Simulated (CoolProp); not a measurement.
The numbers come from the reference Helmholtz-energy equation of state, Thol 2021 in CoolProp.

### Question
Give the vapour pressure (kPa), enthalpy of vaporisation (kJ/kg), liquid cp (kJ/(kg K)) of saturated chlorine at 305.1, 317.9, 330.7 K.

### Answer
```csv
T (K),p (kPa),enthalpy of vaporisation (kJ/kg),liquid cp (kJ/(kg K))
305.1,932,242,1.00
317.9,1280,231,1.03
330.7,1710,219,1.07
```
